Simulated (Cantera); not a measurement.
B₂O₃ + Cl₂ + O₂ + SiCl₄ (oxide etching and cleaning by halides)

A closed system holds: 1 mol B₂O₃, 8 mol Cl₂, 0.25 mol O₂, 0.93 mol SiCl₄, equilibrated at 0.210 bar.

Equilibrium computed with Cantera from the NASA thermochemical tables; the gas is ideal and each condensed phase is pure. Candidate condensed phases: B, B₂O₃, Si, SiO₂; 27 gas species. Mutual solubility and eutectic melting of coexisting phases are not modelled. The tables' values for BOCl are old estimates; treat these amounts as uncertain. The tables hold silica as quartz up to 1696 K and as liquid above; real silica turns to tridymite and cristobalite and melts near 1996 K. Condensed phases not in the tables: borates and borosilicate glass, alloys, solid solutions and most ternary compounds. Kinetics and transport are ignored.

At 477 °C the condensed part is B₂O₃(l) + SiO₂(α-quartz). From 577 °C to 1177 °C the condensed part is B₂O₃(l) + SiO₂(β-quartz). The main B-bearing gas is BCl₃ at 477 °C and B₃O₃Cl₃ at 1177 °C. The share of B in condensed phases is highest at 477 °C (88.2 %) and lowest at 1177 °C (41.5 %).

| T (°C) | log p Cl₂ | log p Cl | log p BCl₃ | log p SiCl₄ | log p B₃O₃Cl₃ | log p BOCl | log p B₂O₃ | n B₂O₃(l) | n SiO₂(α-quartz) | n SiO₂(β-quartz) |
|---|---|---|---|---|---|---|---|---|---|---|
| 477 | -0.71 | -5.92 | -2.38 | -1.92 | -3.38 | -11.27 | <-12 | 0.882 | 0.400 | 0 |
| 577 | -0.72 | -4.91 | -2.18 | -2.01 | -3.02 | -9.30 | <-12 | 0.792 | 0 | 0.499 |
| 677 | -0.72 | -4.11 | -2.06 | -2.12 | -2.78 | -7.77 | -12.57 | 0.697 | 0 | 0.595 |
| 777 | -0.72 | -3.46 | -1.98 | -2.24 | -2.63 | -6.54 | -10.49 | 0.612 | 0 | 0.674 |
| 877 | -0.72 | -2.92 | -1.94 | -2.35 | -2.52 | -5.54 | -8.78 | 0.545 | 0 | 0.733 |
| 977 | -0.73 | -2.47 | -1.92 | -2.46 | -2.45 | -4.71 | -7.36 | 0.492 | 0 | 0.775 |
| 1077 | -0.74 | -2.09 | -1.91 | -2.56 | -2.41 | -4.00 | -6.15 | 0.451 | 0 | 0.805 |
| 1177 | -0.76 | -1.76 | -1.91 | -2.66 | -2.38 | -3.41 | -5.12 | 0.415 | 0 | 0.828 |
log p: log10 of the partial pressure in bar; n: condensed amount in mol.
